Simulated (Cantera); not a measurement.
# Premixed flame

A freely propagating, adiabatic, planar premixed flame of 33.3 % H₂, 13.9 % O₂, 52.2 % N₂, 0.632 % H₂O, equivalence ratio 1.2, unburnt at 600 K and 82.5 Torr; mixture-averaged transport, grid criteria slope 0.08 and curve 0.16, no radiation.

Detailed kinetics in Cantera: the H2/O2 subset of GRI-Mech 3.0, which has no nitrogen chemistry. Burning velocities carry a grid error of a few per cent, more on coarse grids.

```tsv
z (mm)	T (K)	u (m/s)	x H₂	x O₂	x H₂O	x O	x OH	x HO₂
-24.7	600	6.21	0.333	0.139	0.00632	<1e-8	<1e-8	<1e-8
-16.5	600	6.21	0.333	0.139	0.00632	<1e-8	<1e-8	<1e-8
-12.4	600	6.21	0.333	0.139	0.00632	<1e-8	<1e-8	<1e-8
-8.25	600	6.21	0.333	0.139	0.00632	<1e-8	<1e-8	2.81e-7
-4.12	605	6.26	0.332	0.139	0.00667	6.06e-6	1.75e-5	4.13e-5
-2.06	709	7.27	0.312	0.135	0.0160	0.000222	0.000255	2.99e-5
0	1096	10.9	0.165	0.0850	0.120	0.00738	0.00300	1.19e-5
2.06	1365	13.4	0.0677	0.0273	0.225	0.0129	0.00748	3.49e-6
4.12	1476	14.4	0.0657	0.0221	0.235	0.0131	0.00960	2.47e-6
8.25	1609	15.6	0.0698	0.0196	0.240	0.0125	0.0121	1.86e-6
16.5	1762	16.8	0.0731	0.0168	0.248	0.0111	0.0146	1.36e-6
33.0	1923	18.2	0.0747	0.0137	0.259	0.00907	0.0164	9.77e-7
66.0	2083	19.4	0.0744	0.0105	0.271	0.00673	0.0171	7.20e-7
```
x: mole fraction of selected species; z is measured from the peak of heat release.

```yaml
laminar_burning_velocity: 621 cm/s
thermal_thickness: 8.25 mm
peak x(O): 0.0131
peak x(OH): 0.0171
peak x(HO₂): 4.20e-5
grid_points: 143
```
